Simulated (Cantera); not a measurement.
Feed: 1 mol Si2H6, 0.12 mol H2O, 42 mol H2, equilibrated at 10.0 mbar.

These are equilibrium values from Cantera (NASA tables, ideal gas, pure condensed phases), not measurements of a reactor. Candidate condensed phases: H2O, Si, SiO2; 18 gas species. The feed counts by its element totals alone. Mutual solubility and eutectic melting of coexisting phases are not modelled. The tables hold silica as quartz up to 1696 K and as liquid above; real silica turns to tridymite and cristobalite and melts near 1996 K. Gases not in the tables: Si2H6 and higher silanes. Kinetics and transport are ignored.

x: gas mole fraction; n: condensed amount in mol.

| T (°C) | x H2 | x H | x Si | x SiO | n Si(s) | n SiO2(β-quartz) | n Si(l) |
|---|---|---|---|---|---|---|---|
| 727 | 1.00 | 2.27e-8 | <1e-12 | 5.21e-8 | 1.94 | 0.0600 | 0 |
| 827 | 1.000 | 2.59e-7 | 2.36e-12 | 2.30e-6 | 1.94 | 0.0599 | 0 |
| 927 | 1.000 | … | … | … | 1.94 | 0.0588 | 0 |
| 1027 | 0.999 | 1.11e-5 | 4.33e-9 | 0.000761 | 1.92 | 0.0428 | 0 |
| 1127 | 0.997 | 4.86e-5 | 8.23e-8 | 0.00265 | 1.88 | 0 | 0 |
| 1227 | 0.997 | 0.000176 | 1.05e-6 | 0.00265 | 1.88 | 0 | 0 |
| 1327 | 0.997 | 0.000543 | 9.75e-6 | 0.00265 | 1.88 | 0 | 0 |
| 1427 | 0.996 | … | … | 0.00265 | 0 | 0 | 1.88 |
| 1527 | 0.993 | 0.00357 | 0.000318 | 0.00265 | 0 | 0 | 1.86 |
| 1627 | 0.988 | 0.00789 | 0.00126 | 0.00264 | 0 | 0 | 1.81 |
| 1727 | 0.977 | 0.0161 | 0.00435 | 0.00262 | 0 | 0 | 1.66 |

Task: What belongs in the gaps?

Result: 
- 1427, x H: 0.00147
- 1427, x Si: 6.79e-5
- 927, x H: 1.97e-6
- 927, x Si: 1.39e-10
- 927, x SiO: 5.36e-5
